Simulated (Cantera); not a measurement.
Feed: 1 mol Si, 2.7 mol Br2, 39 mol N2, 19 mol HBr, held at 1277 °C and 2.70 mbar.

Equilibrium computed with Cantera from the NASA thermochemical tables; the gas is ideal and each condensed phase is pure. Candidate condensed phases: Br2, Si, Si3N4; 28 gas species. The tables' values for SiBr3 are old estimates; treat these amounts as uncertain. Rates play no part.

Base state: N2 0.613, HBr 0.258, Br 0.0923, H2 0.0202, SiBr2 0.0148, SiBr3 0.000576, SiBr4 0.000360, Br2 0.000154 (mole fractions); condensed: gas only.

Problem. What changes in the equilibrium state with this change: pressure from 2.70 mbar to 0.100 bar?

Solution. 
```tsv
species	before	after
N2	0.613	0.639
HBr	0.258	0.302
Br	0.0923	0.0367
SiBr4	0.000360	0.0126
SiBr2	0.0148	0.00239
H2	0.0202	0.00470
H	8.61e-5	6.83e-6
SiHBr3	2.17e-6	1.52e-5
```

Problem. What changes in the equilibrium state with this change: pressure from 2.70 mbar to 8.10 mbar?

Solution. 
```
species    before     after
-------  --------  --------
N2          0.613     0.620
HBr         0.258     0.278
Br         0.0923    0.0733
H2         0.0202    0.0123
SiBr2      0.0148    0.0129
SiBr4    0.000360   0.00179
H         8.61e-5   3.88e-5
SiBr3    0.000576   0.00120
Br2      0.000154  0.000291
```

Problem. What changes in the equilibrium state with this change: Br2 from 2.7 to 0.62 mol?

Solution. 
```
species    before     after
-------  --------  --------
N2          0.613     0.645
HBr         0.258     0.238
Br         0.0923    0.0622
H2         0.0202    0.0378
SiBr2      0.0148    0.0159
Br2      0.000154   6.98e-5
SiBr4    0.000360  0.000176
```
